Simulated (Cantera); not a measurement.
Charge: 1 mol Al(CH3)3, 6.2 mol N2O, 2 mol H2, equilibrated at 58000 Pa.

These are equilibrium values from Cantera (NASA tables, ideal gas, pure condensed phases), not measurements of a reactor. Candidate condensed phases: Al, AlN, Al2O3, C, C6H6, C7H8, C8H18, H2O; 148 gas species. The feed counts by its element totals alone. Gases not in the tables: Al(OH)3. Equilibrium is a limit: real reactors are often held back by kinetics, nucleation or transport.

Which condensed phases are stable at each of these points (T (K)): 673, 873, 1073, 1273, 1473, 1673, 1873, 2073, 2273?


```tsv
T (K)	condensed phases	Al condensed (%)
673	Al2O3(s) + C(graphite)	100.0
873	Al2O3(s) + C(graphite)	100.0
1073	Al2O3(s)	100.0
1273	Al2O3(s)	100.0
1473	Al2O3(s)	100.0
1673	Al2O3(s)	100.0
1873	Al2O3(s)	100.0
2073	Al2O3(s)	100.0
2273	Al2O3(s)	100.0
```

From 673 K to 873 K the condensed part is Al2O3(s) + C(graphite). From 1073 K to 2273 K the condensed part is Al2O3(s).
